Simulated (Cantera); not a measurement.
Input (Python, Cantera) and output of one run.

```python
import numpy as np
import cantera as ct

gas_names = [...]  # 113 gases of nasa_gas.yaml made of C, H, O, Ti
cond_names = """
    C(gr) C6H6(L) C7H8(L) C8H18(L),n-octa H2O(s) H2O(L) Ti(a) Ti(b) Ti(L) TiC(s) TiC(L) TiO(a) TiO(b)
    TiO(L) TiO2(ru) TiO2(L) Ti2O3(a) Ti2O3(b) Ti2O3(L) Ti3O5(a) Ti3O5(b) Ti3O5(L) Ti4O7(s) Ti4O7(L)
""".split()


# ... load() reads the species with a 1 bar reference pressure and builds the phases ...
atoms = {
    'Ti(OiPr)4': {'Ti': 1, 'C': 12, 'H': 28, 'O': 4},
    'H2O': {'H': 2, 'O': 1},
}
top_T = {'C(gr)': 4500}  # K; cautious upper limits of use, not melting points


# ... equilibrate(T, P, feed) seeds the gas with the atoms and calls Mixture.equilibrate('TP', solver="vcs", rtol=1e-11, max_steps=5000) ...
results = []
feed = {'Ti(OiPr)4': 1, 'H2O': 6.9}  # mol
T = 1375  # K
P = 24  # Pa
mix = equilibrate(T, P, feed)
results.append((T, P, feed, dict(zip(mix.species_names, mix.species_moles))))
x = sorted(zip(gas.X, gas.species_names), reverse=True)
print(f"T = {T:g} K  P = {P:g} Pa  gas = {mix.phase_moles(0):.4g} mol")
print("   x: " + "  ".join(f"{s} {v:.3e}" for v, s in x if v > 0.0001))
print("   condensed (mol): " + ("  ".join(f"{mix.phase(i).name} {mix.phase_moles(i):.4g}"
      for i in range(1, mix.n_phases) if mix.phase_moles(i) > 1e-12) or "none"))
```

It prints:

```
T = 1375 K  P = 24 Pa  gas = 31.8 mol
   x: H2 6.571e-01  CO 3.427e-01  H 1.793e-04
   condensed (mol): C(gr) 0.09992  TiC(s) 1
```

These are equilibrium values from Cantera (NASA tables, ideal gas, pure condensed phases), not measurements of a reactor. The feed counts by its element totals alone. TiC: taken at fixed stoichiometry.
